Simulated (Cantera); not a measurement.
A freely propagating, adiabatic, planar premixed flame of H2 : O2 : N2 = 1 : 0.417 : 1.96 (molar parts), unburnt at 650 K and 41000 Pa; mixture-averaged transport, grid criteria slope 0.08 and curve 0.16, no radiation.

Computed with Cantera and the H2/O2 subset of GRI-Mech 3.0, which has no nitrogen chemistry. Burning velocities carry a grid error of a few per cent, more on coarse grids.

### Question
How do the results move with these cheaper or finer settings: unity-Lewis-number transport; multicomponent transport; multicomponent+Soret transport; grid criteria slope 0.5, curve 1; grid criteria slope 0.25, curve 0.5; grid criteria slope 0.03, curve 0.06?

### Answer
| setting | laminar burning velocity | thermal thickness | peak x(OH) | peak x(HO2) | grid points |
|---|---|---|---|---|---|
| as above | 739 cm/s | 1.66 mm | 0.0131 | 0.000101 | 137 |
| unity-Lewis-number transport | 464 cm/s | 1.26 mm | 0.0130 | 8.85e-5 | 131 |
| multicomponent transport | 726 cm/s | 1.66 mm | 0.0131 | 0.000101 | 137 |
| multicomponent+Soret transport | 698 cm/s | 1.64 mm | 0.0131 | 0.000101 | 137 |
| grid criteria slope 0.5, curve 1 | 1130 cm/s | 3.12 mm | 0.0127 | 9.66e-5 | 45 |
| grid criteria slope 0.25, curve 0.5 | 835 cm/s | 2.01 mm | 0.0134 | 9.83e-5 | 70 |
| grid criteria slope 0.03, curve 0.06 | 725 cm/s | 1.61 mm | 0.0130 | 0.000102 | 299 |
Unity Lewis numbers drop preferential diffusion, which matters most where H2 and H carry the flame; Soret adds thermal diffusion.
